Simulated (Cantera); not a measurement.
An adiabatic, constant-pressure homogeneous reactor starts with 9.28 % CO, 16.7 % H2, 12.6 % O2, 49.4 % N2, 12.1 % H2O, at 1425 K and 19.0 bar.

Detailed kinetics in Cantera: GRI-Mech 3.0 (53 species, 325 reactions). The hydrogen kinetics of GRI-Mech 3.0 are dated; newer H2 mechanisms differ, most at raised pressure. The pressure lies above the range GRI-Mech 3.0 was tuned for (to about 10 atm).

x: mole fraction; the columns are a selection and need not sum to one.

```json
[
 {"t (s)": "9.00e-6", "T (K)": "2807", "x CO": "0.0302", "x H2": "0.0164", "x O2": "0.0150", "x N2O": "1.27e-6", "x HO2": "1.63e-5", "x H2O": "0.294", "x NO2": "(withheld)"},
 {"t (s)": "3.03e-5", "T (K)": "2839", "x CO": "0.0275", "x H2": "0.0153", "x O2": "0.0129", "x N2O": "1.36e-6", "x HO2": "1.38e-5", "x H2O": "0.297", "x NO2": "(withheld)"},
 {"t (s)": "0.000102", "T (K)": "2834", "x CO": "0.0277", "x H2": "0.0154", "x O2": "0.0122", "x N2O": "1.36e-6", "x HO2": "1.31e-5", "x H2O": "0.297", "x NO2": "(withheld)"},
 {"t (s)": "0.000343", "T (K)": "2827", "x CO": "0.0281", "x H2": "0.0157", "x O2": "0.0111", "x N2O": "1.43e-6", "x HO2": "1.20e-5", "x H2O": "0.297", "x NO2": "(withheld)"},
 {"t (s)": "0.00116", "T (K)": "2824", "x CO": "0.0282", "x H2": "0.0158", "x O2": "0.0107", "x N2O": "1.47e-6", "x HO2": "1.17e-5", "x H2O": "0.297", "x NO2": "4.66e-6"},
 {"t (s)": "0.00389", "T (K)": "2824", "x CO": "0.0282", "x H2": "0.0158", "x O2": "0.0107", "x N2O": "1.47e-6", "x HO2": "1.17e-5", "x H2O": "0.297", "x NO2": "4.67e-6"},
 {"t (s)": "0.0131", "T (K)": "2824", "x CO": "0.0282", "x H2": "0.0158", "x O2": "0.0107", "x N2O": "1.47e-6", "x HO2": "1.17e-5", "x H2O": "0.297", "x NO2": "4.67e-6"},
 {"t (s)": "0.0441", "T (K)": "2824", "x CO": "0.0282", "x H2": "0.0158", "x O2": "0.0107", "x N2O": "1.47e-6", "x HO2": "1.17e-5", "x H2O": "0.297", "x NO2": "4.67e-6"},
 {"t (s)": "0.149", "T (K)": "2824", "x CO": "0.0282", "x H2": "0.0158", "x O2": "0.0107", "x N2O": "1.47e-6", "x HO2": "1.17e-5", "x H2O": "0.297", "x NO2": "4.67e-6"},
 {"t (s)": "0.500", "T (K)": "2824", "x CO": "0.0282", "x H2": "0.0158", "x O2": "0.0107", "x N2O": "1.47e-6", "x HO2": "1.17e-5", "x H2O": "0.297", "x NO2": "4.67e-6"}
]
```

Problem. Fill in the missing entries.

Solution. 
- 9.00e-6, x NO2: 9.69e-8
- 3.03e-5, x NO2: 5.67e-7
- 0.000102, x NO2: 1.92e-6
- 0.000343, x NO2: 4.05e-6
